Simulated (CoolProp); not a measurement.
Saturation properties of nitrogen (Tc = 126.2 K, pc = 3.396 MPa, ω = 0.037).

Values from CoolProp's reference Helmholtz-energy equation of state, Span 2000.

| T (K) | p (MPa) | liquid cp (kJ/(kg K)) | vapour viscosity (µPa s) |
|---|---|---|---|
| 90.7 | 0.3825 | 2.149 | 6.54 |
| 94.4 | 0.5161 | 2.203 | 6.88 |
| 98.1 | 0.6805 | 2.273 | 7.24 |
| 101.8 | 0.8798 | 2.368 | 7.62 |
| 105.5 | 1.118 | 2.500 | 8.04 |
| 109.2 | 1.399 | 2.690 | 8.51 |
| 112.9 | 1.728 | 2.987 | 9.07 |
| 116.6 | 2.109 | 3.505 | 9.76 |
| 120.3 | 2.549 | 4.650 | 10.7 |
| 124 | 3.056 | 9.681 | 12.4 |

It boils at 77.4 K under 1 atm.

Viscosity comes from a separate model (Lemmon 2004).
